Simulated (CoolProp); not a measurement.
A closed Brayton cycle with carbon dioxide: compressor inlet 309.15 K and 8.4 MPa, high pressure 26.2 MPa, turbine inlet 830 K, compressor efficiency 0.89, turbine efficiency 0.93, recuperator effectiveness 0.8 (on enthalpy, no pinch check). Each further row changes one setting.

Computed with CoolProp (reference Helmholtz-energy equation of state, Span 1996).

```csv
case,thermal efficiency (%),net work (kJ/kg),compressor to turbine work,compressor exit (K),turbine exit (K)
as stated,33.6,122,0.20,352.9,690.0
turbine inlet 780 K,32.5,111,0.22,352.9,645.1
compressor inlet 319.15 K,32.7,102,0.34,405.4,690.0
high pressure 22.3 MPa,31.3,108,0.19,346.1,709.2
recuperator effectiveness 0.5,25.3,122,0.20,352.9,690.0
```
